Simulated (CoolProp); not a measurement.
Vapour-liquid equilibrium of benzene (1) + ethylbenzene (2) at 57.65 °C; x and y are mole fractions of (1).

Values from CoolProp's multi-fluid Helmholtz-energy mixture model, Thol 2012 and Zhou 2012; pair parameters Bell 2016.

| x | bubble pressure (bar) | y at the bubble point | dew pressure at overall composition x (bar) | liquid density (mol/L) |
|---|---|---|---|---|
| 0.05 | 0.08317 | 0.237 | 0.06959 | 7.967 |
| 0.15 | 0.1177 | 0.518 | 0.07623 | 8.204 |
| 0.25 | 0.1543 | 0.677 | 0.08428 | 8.451 |
| 0.35 | 0.1933 | 0.778 | 0.09425 | 8.711 |
| 0.45 | 0.2345 | 0.847 | 0.1069 | 8.983 |
| 0.55 | 0.2776 | 0.896 | 0.1236 | 9.268 |
| 0.65 | 0.3222 | 0.932 | 0.1466 | 9.566 |
| 0.75 | 0.3677 | 0.959 | 0.1806 | 9.879 |
| 0.85 | 0.4134 | 0.979 | 0.2365 | 10.21 |
| 0.95 | 0.4585 | 0.994 | 0.3507 | 10.55 |

No azeotrope shows between x = 0.05 and 0.95.

The pair parameters rest on a limited set of measurements; away from them the model extrapolates.
